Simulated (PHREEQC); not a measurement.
**Acid rinse or clean (model solution)**

A solution holds 0.002 mol HNO3, 0.013 mol ZnSO4 and 0.0018 mol MgCl2 per kg of water, at 20 °C. Closed to the air; pH follows from the charge balance.

Equilibrium calculation in PHREEQC: ion-association model, phreeqc.dat.

No solid was allowed to form.

Problem. Predict the pH, ionic strength.

Solution. pH 2.89; ionic strength 0.0402 mol/kgw.

Problem. In which forms is Mg present?

Solution. Mg+2 72 %, MgSO4 28 % of the Mg.
